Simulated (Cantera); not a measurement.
Charge: 1 mol Si, 7.9 mol Cl₂, 1.5 mol N₂, held at 1500 K and 0.133 bar.

Equilibrium computed with Cantera from the NASA thermochemical tables; the gas is ideal and each condensed phase is pure. Candidate condensed phases: Si, Si₃N₄; 13 gas species. The tables' values for SiCl₃ are old estimates; treat these amounts as uncertain. The numbers say what is thermodynamically allowed, not how fast it happens.

Base state: Cl₂ 0.597, N₂ 0.168, Cl 0.124, SiCl₄ 0.112, SiCl₃ 1.22e-5 (mole fractions); condensed: gas only.

Q: What changes in the equilibrium state with this change: temperature from 1500 K to 550 K?

A: 
```csv
species,before,after
Cl₂,0.597,0.702
N₂,0.168,0.179
SiCl₄,0.112,0.119
Cl,0.124,4.81e-9
SiCl₃,1.22e-5,<1e-9
```
